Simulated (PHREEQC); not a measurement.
Consider water at 25 °C with 0.68 mol/kgw ZnCl2, 0.0018 mol/kgw NaCl and 0.0069 mol/kgw HCl. Closed to the air; pH follows from the charge balance.

Model: ion-association model, phreeqc.dat, run in PHREEQC.

No solid was allowed to form.

Task: Order these Cl species by the share of Cl that they hold, largest first: ZnCl3-, ZnCl4-2, Cl-, ZnCl+, ZnCl2.

Result: Cl- (62 %), ZnCl4-2 (13 %), ZnCl+ (11 %), ZnCl3- (9.6 %), ZnCl2 (4.7 %)

The pH is 2.30 and the ionic strength 1.44 mol/kgw. Caution: at this ionic strength the ion-association model is outside its range; a Pitzer model would be the better tool where its parameters exist. Complexes and solids missing from the database can't appear.
